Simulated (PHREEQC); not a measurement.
Make-up at 25 °C: 0.005 mol HF, 9.1e-05 mol NaF and 0.00093 mol H2SiF6 per kg of water. Closed to the air; pH follows from the charge balance.

Equilibrium calculation in PHREEQC: ion-association model, phreeqc.dat.

Each row changes one thing in this solution. No solid was allowed to form.

| case | pH | ionic strength (mol/kgw) | HF (mol/kgw) | F- (mol/kgw) | HF2- (mol/kgw) |
|---|---|---|---|---|---|
| as made | 2.57 | 0.00386 | 0.00403 | 0.00108 | 1.67e-5 |
| H2SiF6 replaced by NH4F at the same molality | ? | 0.00226 | 0.00373 | 0.00223 | 3.19e-5 |
| diluted 10-fold with water | 3.25 | ? | 0.000478 | ? | 1.07e-6 |
| NaF left out | 2.56 | 0.00382 | 0.00398 | ? | 1.60e-5 |
| 0.00043 mol/kgw KHCO3 added | 2.62 | 0.00397 | 0.00392 | 0.00118 | 1.78e-5 |
| NaF from 9.1e-05 to 4.55e-05 mol/kgw | 2.57 | 0.00384 | 0.00401 | 0.00106 | 1.63e-5 |

Question: Complete the blanks.

Answer: 
- H2SiF6 replaced by NH4F at the same molality, pH: 2.93
- diluted 10-fold with water, ionic strength (mol/kgw): 0.000586
- diluted 10-fold with water, F- (mol/kgw): 0.000584
- NaF left out, F- (mol/kgw): 0.00104

SiF6-2 is the database's only silicon fluoride.
